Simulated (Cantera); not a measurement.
**Pb + H₂ (iron carbonyl, mercury and lead vapours)**

A closed system holds: 1 mol Pb, 0.12 mol H₂, at 21.0 Pa.

Cantera equilibrium calculation (NASA polynomials, part measured and part estimated; ideal gas, pure solids and liquids). Candidate condensed phases: Pb; 4 gas species. Kinetics and transport are ignored.

From 648 K to 1098 K the condensed part is Pb(l). From 1148 K to 1298 K nothing is condensed. The main Pb-bearing gas is Pb throughout.

```json
[
 {"T (K)": "648", "x H₂": "1.00", "x Pb": "4.00e-7", "x H": "<1e-12", "x Pb₂": "<1e-12", "n Pb(l)": "1.00"},
 {"T (K)": "698", "x H₂": "1.000", "x Pb": "4.84e-6", "x H": "1.56e-12", "x Pb₂": "<1e-12", "n Pb(l)": "1.000"},
 {"T (K)": "748", "x H₂": "1.000", "x Pb": "4.17e-5", "x H": "1.99e-11", "x Pb₂": "<1e-12", "n Pb(l)": "1.000"},
 {"T (K)": "798", "x H₂": "1.000", "x Pb": "0.000273", "x H": "1.84e-10", "x Pb₂": "1.88e-11", "n Pb(l)": "1.000"},
 {"T (K)": "848", "x H₂": "0.999", "x Pb": "0.00142", "x H": "1.31e-9", "x Pb₂": "3.02e-10", "n Pb(l)": "1.000"},
 {"T (K)": "898", "x H₂": "0.994", "x Pb": "0.00617", "x H": "7.53e-9", "x Pb₂": "3.53e-9", "n Pb(l)": "0.999"},
 {"T (K)": "948", "x H₂": "0.977", "x Pb": "0.0228", "x H": "3.58e-8", "x Pb₂": "3.16e-8", "n Pb(l)": "0.997"},
 {"T (K)": "998", "x H₂": "0.926", "x Pb": "0.0738", "x H": "1.43e-7", "x Pb₂": "2.25e-7", "n Pb(l)": "0.990"},
 {"T (K)": "1048", "x H₂": "0.787", "x Pb": "0.213", "x H": "4.73e-7", "x Pb₂": "1.33e-6", "n Pb(l)": "0.968"},
 {"T (K)": "1098", "x H₂": "0.444", "x Pb": "0.556", "x H": "1.14e-6", "x Pb₂": "6.61e-6", "n Pb(l)": "0.850"},
 {"T (K)": "1148", "x H₂": "0.107", "x Pb": "0.893", "x H": "1.62e-6", "x Pb₂": "1.28e-5", "n Pb(l)": "0"},
 {"T (K)": "1198", "x H₂": "0.107", "x Pb": "0.893", "x H": "4.29e-6", "x Pb₂": "9.80e-6", "n Pb(l)": "0"},
 {"T (K)": "1248", "x H₂": "0.107", "x Pb": "0.893", "x H": "1.05e-5", "x Pb₂": "7.68e-6", "n Pb(l)": "0"},
 {"T (K)": "1298", "x H₂": "0.107", "x Pb": "0.893", "x H": "2.42e-5", "x Pb₂": "6.13e-6", "n Pb(l)": "0"}
]
```
x: gas mole fraction; n: condensed amount in mol.
